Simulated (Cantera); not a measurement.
Standard-state values (1 bar) from the NASA 1993 polynomials, evaluated with Cantera. Values are per mole of reaction as written; species without (g) are pure solids or liquids, kept so even where they would boil at 1 bar.

4 OH(g) + Zr = ZrO2(g) + 2 H2O(g), with ΔH° = -927.3 kJ and ΔS° = -122.6 J/K at 300 K.

**Question.** How far is the shortcut ΔG° ≈ ΔH°(300 K) − T·ΔS°(300 K) from the full temperature-dependent value at 1400, 1550, 1700, 1850, 2000, 2150, 2300 K?

**Answer.** 
```csv
T (K),shortcut (kJ),full (kJ),difference (kJ),difference in log10 K,condensed phases
1400,-755.6,-731.3,-24.3,0.91,Zr(β)
1550,-737.2,-707.8,-29.4,0.99,Zr(β)
1700,-718.8,-684.1,-34.7,1.07,Zr(β)
1850,-700.4,-660.3,-40.1,1.13,Zr(β)
2000,-682.0,-636.4,-45.6,1.19,Zr(β)
2150,-663.7,-612.1,-51.6,1.25,Zr(l)
2300,-645.3,-586.4,-58.9,1.34,Zr(l)
```
The shortcut ignores heat capacities and the phase changes listed.
